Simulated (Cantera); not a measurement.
Input: 1 mol HMDSO, 9.4 mol NO, 88 mol H₂, 1.9 mol CO₂, held at 133 Pa.

Cantera equilibrium calculation (NASA polynomials, part measured and part estimated; ideal gas, pure solids and liquids). Candidate condensed phases: C, C₆H₆, C₇H₈, C₈H₁₈, H₂O, Si, SiC, SiO₂, Si₂N₂O, Si₃N₄; 151 gas species. The feed counts by its element totals alone. Kinetics and transport are ignored. All values below are at 725 °C.

Base state: H₂ 0.866, CO 0.0699, N₂ 0.0429, H₂O 0.0188, CO₂ 0.00219 (mole fractions); condensed: SiO₂(β-quartz).

What changes in the equilibrium state with this change: NO from 9.4 to 20 mol?


```json
[
 {"species": "H₂", "before": "0.866", "after": "0.743"},
 {"species": "H₂O", "before": "0.0188", "after": "0.101"},
 {"species": "N₂", "before": "0.0429", "after": "0.0870"},
 {"species": "CO₂", "before": "0.00219", "after": "0.0113"},
 {"species": "CO", "before": "0.0699", "after": "0.0575"},
 {"species": "SiO₂(β-quartz), mol", "before": "2.00", "after": "2.00"}
]
```
